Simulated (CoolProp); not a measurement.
Vapour-liquid equilibrium of R143a (1) + R1234yf (2) at 12.5 bar; x and y are mole fractions of (1).

The numbers come from the multi-fluid Helmholtz-energy mixture model, Lemmon and Jacobsen 2000 and Lemmon 2022; pair parameters Bell 2016 in CoolProp.

```json
[
 {"x": "0.05", "bubble temperature (K)": "319.8", "y at the bubble point": "0.075", "dew temperature at overall composition x (K)": "320.4", "liquid density (mol/L)": "8.859"},
 {"x": "0.2", "bubble temperature (K)": "(withheld)", "y at the bubble point": "0.277", "dew temperature at overall composition x (K)": "317.1", "liquid density (mol/L)": "9.188"},
 {"x": "0.35", "bubble temperature (K)": "311.3", "y at the bubble point": "0.451", "dew temperature at overall composition x (K)": "313.7", "liquid density (mol/L)": "9.520"},
 {"x": "0.5", "bubble temperature (K)": "307.7", "y at the bubble point": "0.602", "dew temperature at overall composition x (K)": "310.2", "liquid density (mol/L)": "9.859"},
 {"x": "0.65", "bubble temperature (K)": "304.5", "y at the bubble point": "0.736", "dew temperature at overall composition x (K)": "306.6", "liquid density (mol/L)": "(withheld)"},
 {"x": "0.8", "bubble temperature (K)": "301.5", "y at the bubble point": "0.856", "dew temperature at overall composition x (K)": "302.9", "liquid density (mol/L)": "(withheld)"},
 {"x": "0.95", "bubble temperature (K)": "298.7", "y at the bubble point": "0.966", "dew temperature at overall composition x (K)": "(withheld)", "liquid density (mol/L)": "10.95"}
]
```

Question: Some entries are withheld; supply them.

Answer: 
- 0.2, bubble temperature (K): 315.3
- 0.65, liquid density (mol/L): 10.21
- 0.8, liquid density (mol/L): 10.57
- 0.95, dew temperature at overall composition x (K): 299.1

No azeotrope shows between x = 0.05 and 0.95.

The pair parameters rest on a limited set of measurements; away from them the model extrapolates.
